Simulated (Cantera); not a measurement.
What does this Cantera script print?

```python
import numpy as np
import cantera as ct

gas_names = """
    O2 CL2
""".split()
cond_names = """
    Ca(L) CaCL2(L) CaO(s)
""".split()


# ... load() reads the species with a 1 bar reference pressure and builds the phases ...
species = {s.name: s for s in load("nasa_gas.yaml", gas_names) + load("nasa_condensed.yaml", cond_names)}
T = 1475
g = {n: (s.thermo.h(T) - T * s.thermo.s(T)) / (ct.gas_constant * T * np.log(10)) for n, s in species.items()}
valid = cond_names  # the entries whose range holds T


def stable(la, lb):
    # potentials (over RT ln 10) of the two non-metals from log10 p(O2) and log10 p(CL2) in bar
    mu = {}
    mu["O"] = (g["O2"] + la) / 2
    mu["Cl"] = (g["CL2"] + lb) / 2
    cost = {}
    for n in valid:
        c = species[n].composition
        cost[n] = (g[n] - sum(c.get(e, 0) * m for e, m in mu.items())) / c["Ca"]
    return min(cost, key=cost.get)


results = []
for lb in [1, -1.7, -4.4, -7.1, -9.8, -12.5, -15.2, -17.9, -20.6, -23.3, -26]:
    row = [stable(la, lb) for la in [-29, -27.3, -25.6, -23.9, -22.2, -20.5, -18.8, -17.1, -15.4, -13.6, -11.9, -10.2, -8.5, -6.8, -5.1, -3.4, -1.7, 0]]
    results.append(row)
    print(f"{lb:6.1f}  " + " ".join(f"{valid.index(n):x}" for n in row))
print("key: " + ", ".join(f"{i:x} {n}" for i, n in enumerate(valid)))
```

It prints:

```
   1.0  1 1 1 1 1 1 1 1 1 1 1 1 1 1 1 1 1 1
  -1.7  1 1 1 1 1 1 1 1 1 1 1 1 1 1 1 1 1 1
  -4.4  1 1 1 1 1 1 1 1 1 1 1 1 1 1 1 1 1 2
  -7.1  1 1 1 1 1 1 1 1 1 1 1 1 1 1 2 2 2 2
  -9.8  1 1 1 1 1 1 1 1 1 1 2 2 2 2 2 2 2 2
 -12.5  1 1 1 1 1 1 1 2 2 2 2 2 2 2 2 2 2 2
 -15.2  1 1 1 1 2 2 2 2 2 2 2 2 2 2 2 2 2 2
 -17.9  1 2 2 2 2 2 2 2 2 2 2 2 2 2 2 2 2 2
 -20.6  2 2 2 2 2 2 2 2 2 2 2 2 2 2 2 2 2 2
 -23.3  2 2 2 2 2 2 2 2 2 2 2 2 2 2 2 2 2 2
 -26.0  2 2 2 2 2 2 2 2 2 2 2 2 2 2 2 2 2 2
key: 0 Ca(L), 1 CaCL2(L), 2 CaO(s)
```

Standard-state values (1 bar) from the NASA 1993 polynomials, evaluated with Cantera. Not in the tables: oxide halides.
